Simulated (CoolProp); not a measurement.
Model: reference Helmholtz-energy equation of state, Zhou 2011, in CoolProp.

Q: For dimethyl carbonate, give the phase and the speed of sound (m/s), Joule-Thomson coefficient (K/MPa), isothermal compressibility (1/MPa), expansivity (1/kK) at 133.65 °C and 23.5 bar; 150.55 °C and 23.5 bar.

A: 
- 133.65 °C and 23.5 bar: liquid; speed of sound 797, Joule-Thomson coefficient -0.166, isothermal compressibility 0.00234, expansivity 1.69
- 150.55 °C and 23.5 bar: liquid; speed of sound 737, Joule-Thomson coefficient -0.120, isothermal compressibility 0.00283, expansivity 1.83
